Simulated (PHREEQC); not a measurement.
0.085 g of hydrous ferric oxide (600 m²/g; 0.2 weak and 0.005 strong sites per Fe, Dzombak-Morel constants, diffuse double layer) in 1 kg of water with 0.05 mol/kgw of an inert sodium salt and 6.3e-06 mol/kgw ZnCl2, 1.1e-06 mol/kgw MgCl2 and 0.0001 mol/kgw Na2SO4, at 25 °C; the pH is set by adding NaOH or the inert anion's acid. O2 is buffered at 0.21 atm. The system is closed to CO2. Nothing may precipitate in this run.

Equilibrium calculation in PHREEQC: ion-association model, wateq4f.dat.

```
pH     Zn sorbed (%)  Mg sorbed (%)  S sorbed (%)  surface charge σ (C/m²)  surface potential ψ (mV)
-----  -------------  -------------  ------------  -----------------------  ------------------------
4                0.0            0.0          59.4                    0.125                       116
4.67             0.2            0.0          51.5                    0.110                       110
5.33             3.3            0.0          37.3                    0.089                        99
6               25.3            0.0          20.1                    0.066                        85
6.67            63.6            0.1           6.6                    0.045                        67
7.33            91.8            0.7           1.0                    0.023                        41
8               99.3           11.1           0.1                    0.005                         9
8.67            99.9           68.1           0.0                   -0.013                       -25
9.33            99.9           97.0           0.0                   -0.036                       -57
10              99.9           99.8           0.0                   -0.069                       -87
10.67           99.8          100.0           0.0                   -0.119                      -113
11.33           99.0          100.0           0.0                   -0.185                      -135
12              88.1          100.0           0.0                   -0.266                      -149
```
